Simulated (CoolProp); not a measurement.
Neopentane at several states: density (kg/m³) from the reference equation and from simpler models built on Tc = 433.7 K, pc = 3.196 MPa, ω = 0.196; each cubic takes its own stable root.

Values from CoolProp's reference Helmholtz-energy equation of state, Lemmon 2006. It is a short technical equation, of lower accuracy than the large ones.

```csv
T (K),p (MPa),phase,reference
325.3,0.408,liquid,552.8
431.4,0.0242,gas,0.4880
417,0.0139,gas,0.2897
544.9,3.19,gas,60.86
276.6,0.0243,gas,0.7709
488.2,15.5,supercritical,406.2
```

How far does each simpler model (van der Waals, Redlich-Kwong, Soave-Redlich-Kwong, Peng-Robinson) lie from the reference over these 6 states: mean and median of the absolute difference, and the worst?


- van der Waals: mean 20.2 %, median 1.7 %, worst -97.9 % at 325.3 K and 0.408 MPa
- Redlich-Kwong: mean 17.2 %, median 1.0 %, worst -97.8 % at 325.3 K and 0.408 MPa
- Soave-Redlich-Kwong: mean 2.3 %, median 0.7 %, worst -6.6 % at 325.3 K and 0.408 MPa
- Peng-Robinson: mean 1.9 %, median 0.9 %, worst +5.9 % at 325.3 K and 0.408 MPa

At some of these states van der Waals, Redlich-Kwong gives the other phase, because its saturation line lies elsewhere.
